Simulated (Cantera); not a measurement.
Mixture: 13.5 % H2, 15.7 % O2, 70.8 % N2, equivalence ratio 0.43, at 21.0 bar, adiabatic and at constant pressure. Ignition delay is the time to a rise of 400 K.

Detailed kinetics in Cantera: GRI-Mech 3.0 (53 species, 325 reactions). The hydrogen kinetics of GRI-Mech 3.0 are dated; newer H2 mechanisms differ, most at raised pressure. The pressure lies above the range GRI-Mech 3.0 was tuned for (to about 10 atm). Below about 950 K walls govern HO2 and H2O2 in real vessels.

Predict: delay at 900 K; delay at 1050 K; delay at 1200 K; delay at 1350 K.


- delay at 900 K = 0.125 s
- delay at 1050 K = 3.52 ms
- delay at 1200 K = 0.181 ms
- delay at 1350 K = 5.43 µs
